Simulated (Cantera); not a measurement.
Feed: 1 mol CH3SiH3, 0.014 mol CH4, 16 mol H2, equilibrated at 2423 K.

Method: chemical equilibrium by Gibbs-energy minimisation in Cantera with the NASA 1993 tables (ideal gas, pure condensed phases). Candidate condensed phases: C, C6H6, C7H8, C8H18, Si, SiC; 87 gas species. The feed counts by its element totals alone. Gases not in the tables: Si2H6 and higher silanes. Equilibrium is a limit: real reactors are often held back by kinetics, nucleation or transport.

Task: At 3.45 Torr, list the 4 most abundant gas species with their mole fractions, and the condensed phases.

Result: H2 0.728, H 0.223, Si 0.0342, SiC2 0.00706. Condensed: C(graphite).
